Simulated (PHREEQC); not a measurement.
Make-up at 20 °C: 0.0015 mol/kgw HF, 0.059 mol/kgw NH4HF2, 0.0089 mol/kgw H2SiF6 and 6.4e-05 mol/kgw H3PO4. Closed to the air; pH follows from the charge balance.

Equilibrium calculation in PHREEQC: ion-association model, wateq4f.dat.

No solid was allowed to form.

Question: What pH, ionic strength does the model give?

Answer: pH 2.86; ionic strength 0.0695 mol/kgw.

Question: In which forms is F present?

Answer: SiF6-2 31 %, HF 30 %, F- 21 %, H2F2 10 %, HF2- 8.1 % of the F.

Complexes and solids missing from the database can't appear. wateq4f.dat counts part of the HF as a dimer, H2F2, which phreeqc.dat doesn't know; its constant is uncertain. H3PO4, which wateq4f.dat lacks, is added to it with the constant of phreeqc.dat. SiF6-2 is the database's only silicon fluoride.
